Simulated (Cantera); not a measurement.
# Calcination and drying: CsOH + H2

Feed: 1 mol CsOH, a varied amount of H2, held at 1052 °C and 5.60 bar.

Cantera equilibrium calculation (NASA polynomials, part measured and part estimated; ideal gas, pure solids and liquids). Candidate condensed phases: Cs, CsOH, H2O; 15 gas species. The numbers say what is thermodynamically allowed, not how fast it happens.

From 0.11 mol H2 to 1.2 mol H2 the condensed part is CsOH(l). At 1.6 mol H2 nothing is condensed. The main Cs-bearing gas is CsOH throughout. The share of Cs in condensed phases is highest at 0.11 mol H2 (92.8 %) and lowest at 1.6 mol H2 (0.0 %).

| n(H2) (mol) | x H2 | x CsOH | x H2O | x Cs | x Cs2(OH)2 | n CsOH(l) |
|---|---|---|---|---|---|---|
| 0.11 | 0.583 | 0.315 | 0.0413 | 0.0410 | 0.0193 | 0.928 |
| 0.14 | 0.583 | 0.315 | 0.0413 | 0.0410 | 0.0193 | 0.908 |
| 0.19 | 0.583 | 0.315 | 0.0413 | 0.0410 | 0.0193 | 0.876 |
| 0.26 | 0.583 | 0.315 | 0.0413 | 0.0410 | 0.0193 | 0.830 |
| 0.35 | 0.583 | 0.315 | 0.0413 | 0.0410 | 0.0193 | 0.771 |
| 0.48 | 0.583 | 0.315 | 0.0413 | 0.0410 | 0.0193 | 0.686 |
| 0.65 | 0.583 | 0.315 | 0.0413 | 0.0410 | 0.0193 | 0.574 |
| 0.88 | 0.583 | 0.315 | 0.0413 | 0.0410 | 0.0193 | 0.424 |
| 1.2 | 0.583 | 0.315 | 0.0413 | 0.0410 | 0.0193 | 0.214 |
| 1.6 | 0.594 | 0.307 | 0.0409 | 0.0406 | 0.0182 | 0 |
x: gas mole fraction; n: condensed amount in mol.
